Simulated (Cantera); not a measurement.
Input (Python, Cantera):

```python
import numpy as np
import cantera as ct

gas = ct.Solution("gri30.yaml")
gas.TPX = 1198, 101325, {'CH2O': 0.0024, 'O2': 0.049, 'N2': 1}
reactor = ct.IdealGasConstPressureReactor(gas, energy="off", clone=False)
net = ct.ReactorNet([reactor])
net.rtol, net.atol = 1e-08, 1e-18
show = ['CH2O', 'O2', 'C2H', 'H2', 'CH4', 'C2H4', 'O']
times = np.geomspace(2e-06, 2, 14)

steps = ct.SolutionArray(gas, extra=["t"])
rows = []
print(f"{'t/s':>10s}{'T/K':>9s}{'P/Pa':>11s}" + "".join(f"{s:>11s}" for s in show))
for t in times:
    while net.time < t:
        t_next = net.step()
        steps.append(gas.state, t=t_next)
    rows.append([np.interp(t, steps.t, y) for y in (steps.T, steps.P, *steps(*show).X.T)])
    print(f"{t:10.3e}{rows[-1][0]:9.1f}{rows[-1][1]:11.4g}" + "".join(f"{x:11.3e}" for x in rows[-1][2:]))
rate = np.gradient(steps.T, steps.t)
print("integrator steps:", len(steps.t))
if steps.T.max() > steps.T[0] + 200:
    print(f"time of steepest temperature rise: {steps.t[rate.argmax()]:.4e} s")
gas.TPX = 1198, 101325, {'CH2O': 0.0024, 'O2': 0.049, 'N2': 1}
gas.equilibrate("TP")
print(f"equilibrium (TP): T = {gas.T:.1f} K  " + "  ".join(f"{s} {gas[s].X[0]:.3e}" for s in show))
```

Result:

```
       t/s      T/K       P/Pa       CH2O         O2        C2H         H2        CH4       C2H4          O
 2.000e-06   1198.0  1.013e+05  2.283e-03  4.660e-02  6.452e-39  4.634e-10  2.283e-22  1.071e-32  1.075e-10
 5.789e-06   1198.0  1.013e+05  2.283e-03  4.660e-02  1.380e-37  2.958e-09  1.368e-20  3.939e-31  5.465e-10
 1.675e-05   1198.0  1.013e+05  2.283e-03  4.660e-02  1.174e-36  1.361e-08  4.790e-19  6.964e-30  1.285e-09
 4.849e-05   1198.0  1.013e+05  2.282e-03  4.660e-02  5.776e-36  4.993e-08  1.242e-17  1.031e-28  1.629e-09
 1.403e-04   1198.0  1.013e+05  2.281e-03  4.660e-02  5.200e-35  1.824e-07  3.197e-16  2.490e-27  2.281e-09
 4.062e-04   1198.0  1.013e+05  2.276e-03  4.660e-02  2.159e-33  9.139e-07  1.089e-14  2.687e-25  5.484e-09
 1.176e-03   1198.0  1.013e+05  2.214e-03  4.655e-02  3.760e-30  9.953e-06  6.220e-13  2.456e-22  3.243e-08
 3.403e-03   1198.0  1.013e+05  8.540e-04  4.583e-02  6.777e-26  1.665e-04  1.694e-11  2.472e-19  5.250e-07
 9.848e-03   1198.0  1.013e+05  3.502e-14  4.503e-02  2.323e-27  7.855e-06  3.777e-14  1.112e-25  7.590e-05
 2.850e-02   1198.0  1.013e+05  2.651e-15  4.458e-02  9.697e-31  1.393e-06 -1.755e-19  1.533e-29  2.520e-05
 8.249e-02   1198.0  1.013e+05  5.353e-17  4.437e-02  1.077e-32  2.328e-07  5.989e-21 -3.780e-30  5.189e-06
 2.388e-01   1198.0  1.013e+05  4.001e-19  4.433e-02  8.847e-34  2.644e-08 -7.463e-20  2.149e-28  7.053e-07
 6.910e-01   1198.0  1.013e+05  6.264e-19  4.432e-02  1.131e-34  2.968e-09 -9.421e-20  7.665e-28  9.044e-08
 2.000e+00   1198.0  1.013e+05  1.201e-19  4.432e-02 -1.432e-35  4.780e-10  2.012e-20 -4.809e-28  1.803e-08
integrator steps: 1794
equilibrium (TP): T = 1198.0 K  CH2O 1.184e-26  O2 4.427e-02  C2H 2.970e-60  H2 1.322e-10  CH4 7.788e-41  C2H4 1.677e-63  O 5.054e-09
```

Detailed kinetics in Cantera: GRI-Mech 3.0 (53 species, 325 reactions).
